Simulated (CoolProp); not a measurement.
Values from CoolProp's reference Helmholtz-energy equation of state, Leachman 2009.

**Question.** For normal hydrogen, give the phase and the cv (kJ/(kg K)), conductivity (mW/(m K)) at -39.95 °C and 19.2 bar; 106.35 °C and 0.359 bar.

**Answer.** 
- -39.95 °C and 19.2 bar: supercritical; cv 9.81, conductivity 155
- 106.35 °C and 0.359 bar: gas; cv 10.3, conductivity 222

Thermal conductivity comes from a separate model (Assael 2011).
